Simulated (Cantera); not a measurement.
# Thermodynamics of carbothermic reduction, feed PbO + CO

Charge: 1 mol PbO, 14 mol CO, held at 0.000690 bar.

Equilibrium computed with Cantera from the NASA thermochemical tables; the gas is ideal and each condensed phase is pure. Candidate condensed phases: C, Pb, PbO, PbO₂, Pb₃O₄; 15 gas species. Equilibrium is a limit: real reactors are often held back by kinetics, nucleation or transport.

```
T (K)   x CO    x Pb   x CO₂      x O      x O₂     x PbO    x Pb₂
-----  -----  ------  ------  -------  --------  --------  -------
2175   0.867  0.0664  0.0647  0.00126  0.000207  0.000211  1.08e-8
2200   0.867  0.0663  0.0640  0.00174  0.000286  0.000229  1.03e-8
2225   0.868  0.0662  0.0631  0.00238  0.000391  0.000247  9.88e-9
2250   0.868  0.0662  0.0619  0.00322  0.000524  0.000264  9.46e-9
2275   0.868  0.0661  0.0604  0.00429  0.000690  0.000280  9.07e-9
2300   0.869  0.0659  0.0585  0.00564  0.000889  0.000294  8.69e-9
2325   0.869  0.0658  0.0563  0.00731   0.00112  0.000306  8.33e-9
2350   0.870  0.0656  0.0536  0.00932   0.00137  0.000315  7.98e-9
2375   0.870  0.0655  0.0505   0.0117   0.00164  0.000320  7.65e-9
2400   0.871  0.0653  0.0470   0.0144   0.00190  0.000320  7.33e-9
2425   0.872  0.0650  0.0433   0.0174   0.00214  0.000316  7.02e-9
```
x: gas mole fraction; nothing condenses.

From 2175 K to 2425 K nothing is condensed. The main Pb-bearing gas is Pb throughout.
